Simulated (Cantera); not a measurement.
An isothermal, constant-pressure homogeneous reactor starts with 30.5 % CH₄, 54.9 % CO₂, 14.6 % H₂, at 1625 K and 0.819 atm.

Cantera simulation using GRI-Mech 3.0 (53 species, 325 reactions); the numbers are that mechanism's predictions, not measurements.

One state of this run: x CH₄ = 0.0146; x CO₂ = 0.0790; x H₂ = 0.287; x HO₂ = <1e-12; x C₂H₆ = 2.75e-6. x: mole fraction; the columns are a selection and need not sum to one.

Problem. Which value of t (s) does it belong to?
A) 0.154
B) 2.00
C) 0.555
D) 0.00328

Solution. B, 2.00
